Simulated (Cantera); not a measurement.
Si3N4 + H2O + H2 + F2 (nitride etching)

Feed: 1 mol Si3N4, 4.8 mol H2O, 2.7 mol H2, 1.4 mol F2, at 610 Pa.

Method: chemical equilibrium by Gibbs-energy minimisation in Cantera with the NASA 1993 tables (ideal gas, pure condensed phases). Candidate condensed phases: H2O, Si, SiO2, Si2N2O, Si3N4; 58 gas species. The tables' values for SiF3, SiF2, SiO2 are old estimates; treat these amounts as uncertain. The tables hold silica as quartz up to 1696 K and as liquid above; real silica turns to tridymite and cristobalite and melts near 1996 K. Equilibrium is a limit: real reactors are often held back by kinetics, nucleation or transport.

```csv
T (K),x H2,x HF,x N2,x SiO,x SiF4,x H2O,n SiO2(α-quartz),n SiO2(β-quartz),n SiO2(condensed)
725,0.711,0.0274,0.195,<1e-12,0.0613,0.00575,2.37,0,0
825,0.710,0.0330,0.194,<1e-12,0.0598,0.00293,2.38,0,0
925,0.709,0.0359,0.194,<1e-12,0.0590,0.00150,0,2.39,0
1025,0.709,0.0372,0.194,<1e-12,0.0587,0.000815,0,2.40,0
1125,0.709,0.0379,0.194,1.92e-10,0.0585,0.000481,0,2.40,0
1225,0.709,0.0383,0.194,3.61e-8,0.0583,0.000307,0,2.40,0
1325,0.708,0.0389,0.194,2.99e-6,0.0579,0.000212,0,2.40,0
1425,0.707,0.0407,0.194,0.000122,0.0562,0.000166,0,2.40,0
1525,0.699,0.0486,0.193,0.00218,0.0511,0.000183,0,2.39,0
1625,0.671,0.0753,0.189,0.0139,0.0403,0.000379,0,2.32,0
1725,0.611,0.129,0.181,0.0422,0.0242,0.00113,0,0,2.16
1825,0.533,0.196,0.170,0.0819,0.00721,0.00378,0,0,1.90
1925,0.479,0.224,0.163,0.110,0.000510,0.0151,0,0,1.63
```
x: gas mole fraction; n: condensed amount in mol.

From 725 K to 825 K the condensed part is SiO2(α-quartz). From 925 K to 1625 K the condensed part is SiO2(β-quartz). From 1725 K to 1925 K the condensed part is SiO2(condensed). The main Si-bearing gas is SiF4 at 725 K and SiO at 1925 K.
